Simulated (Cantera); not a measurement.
Cantera run:

```python
import numpy as np
import cantera as ct

gas_names = [...]  # 95 gases of nasa_gas.yaml made of C, F, H
cond_names = """
    C(gr) C6H6(L) C7H8(L) C8H18(L),n-octa
""".split()


# ... load() reads the species with a 1 bar reference pressure and builds the phases ...
atoms = {
    'CH3F': {'C': 1, 'H': 3, 'F': 1},
    'H2': {'H': 2},
}
top_T = {'C(gr)': 4500}  # K; cautious upper limits of use, not melting points


# ... equilibrate(T, P, feed) seeds the gas with the atoms and calls Mixture.equilibrate('TP', solver="vcs", rtol=1e-11, max_steps=5000) ...
results = []
feed = {'CH3F': 1, 'H2': 2.6}  # mol
P = 600  # Pa
for T in [1275, 1375, 1475, 1575, 1675, 1775, 1875, 1975, 2075, 2175, 2275, 2375, 2475, 2575]:
    mix = equilibrate(T, P, feed)
    results.append((T, P, feed, dict(zip(mix.species_names, mix.species_moles))))

top = {s: max(r[3][s] / sum(r[3][g] for g in gas_names) for r in results) for s in gas_names}
cols = sorted((s for s in top if top[s] > 0.001), key=lambda s: -top[s])[:9]
seen = [c for c in cond_names if any(r[3].get(c, 0) > 1e-12 for r in results)]
print("log10 of partial pressures in bar; condensed amounts in mol")
print(f"{'T/K':>10s}" + "".join(f"{s[:9]:>10s}" for s in cols + seen))
for T, P, feed, n in results:
    ng = sum(n[g] for g in gas_names)
    print(f"{T:10.4g}" + "".join(f"{np.log10(max(n[s] / ng * P / 1e5, 1e-99)):10.3f}" for s in cols)
          + "".join(f"{n.get(c, 0):10.4g}" for c in seen))
```

It prints:

```
log10 of partial pressures in bar; condensed amounts in mol
       T/K        H2         H        HF C2H2,acet     C(gr)
      1275    -2.328    -7.297    -2.885    -8.744    0.9998
      1375    -2.328    -6.629    -2.885    -8.078    0.9999
      1475    -2.328    -6.051    -2.885    -7.504    0.9999
      1575    -2.329    -5.546    -2.885    -7.004    0.9998
      1675    -2.329    -5.100    -2.885    -6.565    0.9996
      1775    -2.330    -4.703    -2.885    -6.177     0.999
      1875    -2.332    -4.350    -2.886    -5.831    0.9977
      1975    -2.336    -4.032    -2.888    -5.524    0.9954
      2075    -2.344    -3.746    -2.891    -5.250    0.9912
      2175    -2.357    -3.490    -2.897    -5.008    0.9845
      2275    -2.378    -3.260    -2.905    -4.797    0.9741
      2375    -2.410    -3.056    -2.918    -4.617    0.9591
      2475    -2.459    -2.877    -2.936    -4.471    0.9386
      2575    -2.528    -2.724    -2.960    -4.360    0.9103
```

These are equilibrium values from Cantera (NASA tables, ideal gas, pure condensed phases), not measurements of a reactor.
